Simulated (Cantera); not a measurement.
Input (Python, Cantera) and output of one run.

```python
import numpy as np
import cantera as ct

gas_names = """
    H HO2 H2 H2O H2O2 O OH O2 O3 Pb PbO Pb2
""".split()
cond_names = """
    H2O(s) H2O(L) Pb(cr) Pb(L) PbO(rd) PbO(yw) PbO(L) PbO2(s) Pb3O4(s)
""".split()


def load(file, names, dense=False):
    # The tables refer to 1 bar. Condensed volumes are neglected.
    table = {s.name: s for s in ct.Species.list_from_file(file)}
    out = []
    for n in names:
        d = dict(table[n].input_data)
        d["thermo"] = dict(d["thermo"], **{"reference-pressure": 1e5})
        if dense:
            d["equation-of-state"] = {"model": "constant-volume", "density": "1e6 g/cm^3"}
        out.append(ct.Species.from_dict(d))
    return out


gas = ct.Solution(thermo="ideal-gas", species=load("nasa_gas.yaml", gas_names))
cond = {s.name: ct.Solution(thermo="fixed-stoichiometry", species=[s], name=s.name)
        for s in load("nasa_condensed.yaml", cond_names, dense=True)}
atoms = {
    'Pb': {'Pb': 1},
    'O2': {'O': 2},
    'H2': {'H': 2},
}
top_T = {'Pb3O4(s)': 820}  # K; cautious upper limits of use, not melting points


def equilibrate(T, P, feed):
    n = {}
    for name, mol in feed.items():
        for a, k in atoms[name].items():
            n[a] = n.get(a, 0.0) + k * mol
    gas.TPX = T, P, n
    mass = sum(n.values()) * gas.mean_molecular_weight
    gas.equilibrate("TP")
    valid = [c for c in cond.values() if c.min_temp <= T <= top_T.get(c.name, c.max_temp)]
    mix = ct.Mixture([(gas, mass / gas.mean_molecular_weight)] + [(c, 0.0) for c in valid])
    mix.T, mix.P = T, P
    mix.equilibrate("TP", solver="vcs", rtol=1e-11, max_steps=5000)
    return mix


results = []
feed = {'Pb': 1, 'O2': 0.15, 'H2': 0.19}  # mol
T = 1298.15  # K
for P in [10, 100, 1000, 10000, 100000, 1000000]:
    mix = equilibrate(T, P, feed)
    results.append((T, P, feed, dict(zip(mix.species_names, mix.species_moles))))
    x = sorted(zip(gas.X, gas.species_names), reverse=True)
    print(f"T = {T:g} K  P = {P:g} Pa  gas = {mix.phase_moles(0):.4g} mol")
    print("   x: " + "  ".join(f"{s} {v:.3e}" for v, s in x if v > 0.0001))
    print("   condensed (mol): " + ("  ".join(f"{mix.phase(i).name} {mix.phase_moles(i):.4g}"
          for i in range(1, mix.n_phases) if mix.phase_moles(i) > 1e-12) or "none"))
```

It prints:

```
T = 1298.15 K  P = 10 Pa  gas = 1.19 mol
   x: Pb 7.480e-01  H2O 1.595e-01  PbO 9.220e-02  O2 1.593e-04  H2 1.062e-04
   condensed (mol): none
T = 1298.15 K  P = 100 Pa  gas = 1.19 mol
   x: Pb 7.478e-01  H2O 1.596e-01  PbO 9.251e-02  H2 1.058e-04
   condensed (mol): none
T = 1298.15 K  P = 1000 Pa  gas = 0.2714 mol
   x: H2O 6.997e-01  Pb 2.562e-01  PbO 4.370e-02  H2 3.365e-04
   condensed (mol): Pb(L) 0.8204  PbO(L) 0.09823
T = 1298.15 K  P = 10000 Pa  gas = 0.1959 mol
   x: H2O 9.695e-01  Pb 2.562e-02  PbO 4.370e-03  H2 4.662e-04
   condensed (mol): Pb(L) 0.8849  PbO(L) 0.1092
T = 1298.15 K  P = 100000 Pa  gas = 0.1906 mol
   x: H2O 9.965e-01  Pb 2.562e-03  H2 4.792e-04  PbO 4.370e-04
   condensed (mol): Pb(L) 0.8894  PbO(L) 0.11
T = 1298.15 K  P = 1e+06 Pa  gas = 0.1901 mol
   x: H2O 9.992e-01  H2 4.805e-04  Pb 2.562e-04
   condensed (mol): Pb(L) 0.8899  PbO(L) 0.1101
```

Equilibrium computed with Cantera from the NASA thermochemical tables; the gas is ideal and each condensed phase is pure. Each liquid is taken as pure. Mutual solubility and eutectic melting of coexisting phases are not modelled. Gases not in the tables: (PbO)n polymers.
